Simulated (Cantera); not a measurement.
A freely propagating, adiabatic, planar premixed flame of H2 : O2 : N2 = 1 : 0.847 : 3.19 (molar parts), unburnt at 600 K and 0.138 atm; multicomponent+Soret transport, grid criteria slope 0.08 and curve 0.16, no radiation.

Model: the H2/O2 subset of GRI-Mech 3.0, which has no nitrogen chemistry, integrated in Cantera. Burning velocities carry a grid error of a few per cent, more on coarse grids. Lean hydrogen flames are cellular in practice and burn faster than this planar one.

Problem. Predict: laminar burning velocity; thermal thickness; peak x(H); peak x(HO2); peak x(H2O2).

Solution. 
| Item | Result |
|---|---|
| laminar burning velocity | 401 cm/s |
| thermal thickness | 5.76 mm |
| peak x(H) | 0.0421 |
| peak x(HO2) | 5.72e-5 |
| peak x(H2O2) | 1.59e-6 |
